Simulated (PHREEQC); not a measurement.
Make-up at 87 °C: 0.03 mol NH4HS, 0.0027 mol NaHCO3 and 0.0052 mol FeCl2 per kg of water. Closed to the air; pH follows from the charge balance.

Computed with PHREEQC (ion-association model, wateq4f.dat).

This is a speciation only: nothing precipitates in the calculation.

**Question.** What pH does the model give?

**Answer.** pH 6.97.

**Question.** In which forms is N present?

**Answer.** NH4+ 86 %, NH3 14 % of the N.

Species that the database lacks are ignored. At this temperature some constants are extrapolated from 25 °C, and those without enthalpy data are left unchanged. The polysulfide entries of wateq4f.dat were taken out for this run.
